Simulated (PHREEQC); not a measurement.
A column of 0.5 m (30 cells, dispersivity 0.04 m, 3600 s a shift, diffusion coefficient 3e-10 m²/s) holds 0.027 eq of the database's cation exchanger X per kg of pore water, first in equilibrium with 0.0092 mol (NH4)2SO4, 0.00079 mol MgCl2 and 1e-05 mol HCl per kg of water. It is flushed with 0.017 mol/kgw KBr, 0.0083 mol/kgw (NH4)2SO4, 0.00061 mol/kgw MgCl2 and 1e-05 mol/kgw HCl, at 25 °C. Values are for the last cell. No CO2 enters from the air. Precipitation was switched off in this run.

The series has 31 steps of pore volumes, from 0 to 4.017.

Computed with PHREEQC (ion-association model, phreeqc.dat).

Task: After how many pore volumes does Br at the outlet first reach half of its feed value?

Result: By 0.95 pore volumes.

Task: After how many pore volumes does K at the outlet first reach half of its feed value?

Result: By 1.8 pore volumes.

Complexes and solids missing from the database can't appear.
